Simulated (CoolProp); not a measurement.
Values from CoolProp's reference Helmholtz-energy equation of state, Thol 2014.

For diethyl ether, give the phase and the Z, speed of sound (m/s), isothermal compressibility (1/MPa), expansivity (1/kK) at 520.4 K and 1.86 MPa.


- 520.4 K and 1.86 MPa: gas; Z 0.872, speed of sound 219, isothermal compressibility 0.624, expansivity 3.10
